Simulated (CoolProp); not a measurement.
The fluid at 298.15 K and 0.71 MPa is compressed adiabatically to 4.77 MPa with isentropic efficiency 0.85. The same conditions are run with several fluids, on thermodynamics alone (safety and materials aside).

Model: reference Helmholtz-energy equation of state of each fluid (C3F8 (R218): Lemmon 2006; normal hydrogen: Leachman 2009; carbon dioxide: Span 1996; R13: Platzer 1990), in CoolProp. The equations of Platzer and Polt are older, rougher fits.

```tsv
fluid	work (kJ/kg)	final temperature (K)	final phase	final density (kg/m³)
C3F8 (R218)	18.3	371.8	supercritical	760
normal hydrogen	(withheld)	(withheld)	supercritical	(withheld)
carbon dioxide	150	(withheld)	gas	(withheld)
R13	(withheld)	397.5	supercritical	(withheld)
```

Problem. Some entries are withheld; supply them.

Solution. 
- normal hydrogen, work (kJ/kg): 3700
- normal hydrogen, final temperature (K): 551.6
- normal hydrogen, final density (kg/m³): 2.06
- carbon dioxide, final temperature (K): 471.5
- carbon dioxide, final density (kg/m³): 56.0
- R13, work (kJ/kg): 53.5
- R13, final density (kg/m³): 180
